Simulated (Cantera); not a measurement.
**PbF2 + H2 (halide evaporation, hydrolysis and transport)**

A closed system holds: 1 mol PbF2, 60 mol H2, at 625 °C.

Equilibrium computed with Cantera from the NASA thermochemical tables; the gas is ideal and each condensed phase is pure. Candidate condensed phases: Pb, PbF2; 16 gas species. Kinetics and transport are ignored.

| P (Pa) | x H2 | x HF | x Pb | x PbF | x H | x H2F2 | x Pb2 | n Pb(l) |
|---|---|---|---|---|---|---|---|---|
| 0.100 | 0.952 | 0.0323 | 0.0161 | 1.38e-8 | 1.07e-7 | <1e-12 | 1.15e-10 | 0 |
| 1 | 0.952 | 0.0323 | 0.0161 | 4.35e-8 | 3.38e-8 | <1e-12 | 1.15e-9 | 0 |
| 10 | 0.955 | 0.0324 | 0.0130 | 1.11e-7 | 1.07e-8 | 6.15e-12 | 7.41e-9 | 0.200 |
| 100 | 0.966 | 0.0327 | 0.00130 | 3.52e-8 | 3.40e-9 | 6.29e-11 | 7.41e-10 | 0.921 |
| 1000 | 0.967 | 0.0328 | 0.000130 | 1.11e-8 | 1.08e-9 | 6.31e-10 | 7.41e-11 | 0.992 |
| 10000 | 0.967 | 0.0328 | 1.30e-5 | 3.52e-9 | 3.40e-10 | 6.31e-9 | 7.41e-12 | 0.999 |
| 100000 | 0.967 | 0.0328 | 1.30e-6 | 1.11e-9 | 1.08e-10 | 6.31e-8 | <1e-12 | 1.000 |
x: gas mole fraction; n: condensed amount in mol.

From 0.100 Pa to 1.00 Pa nothing is condensed. From 10.0 Pa to 1.00 bar the condensed part is Pb(l). The main Pb-bearing gas is Pb throughout.
